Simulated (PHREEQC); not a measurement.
A solution holds 0.0019 mol K2CO3, 3e-05 mol Fe(NO3)3 and 0.00012 mol CuSO4 per kg of water, at 25 °C. Closed to the air; pH follows from the charge balance.

The numbers come from PHREEQC with the ion-association model, wateq4f.dat.

```
quantity                         before     after
-----------------------------  --------  --------
pH                                10.48     10.18
ionic strength (mol/kgw)        0.00513   0.00245
CO3-2 (mol/kgw)                 0.00121  0.000432
HCO3- (mol/kgw)                0.000686  0.000518
KSO4- (mol/kgw)                 2.32e-6   1.28e-6
SI of Malachite (Cu2(OH)2CO3)     +0.69     +0.88
SI of Cu(OH)2 (Cu(OH)2)           +1.12     +1.12
```

### Question
Name the change that produced these shifts.
A) Fe(NO3)3 left out
B) temperature from 25 to 80 °C
C) K2CO3 from 0.0019 to 0.00095 mol/kgw
D) Fe(NO3)3 from 3e-05 to 4.5e-05 mol/kgw

### Answer
C, K2CO3 from 0.0019 to 0.00095 mol/kgw

No solid was allowed to form. Some of these states are supersaturated (in Fe(OH)3(a), Cu(OH)2, for instance). The database's constant for dissolved Cu(OH)2 is higher than later reviews accept.
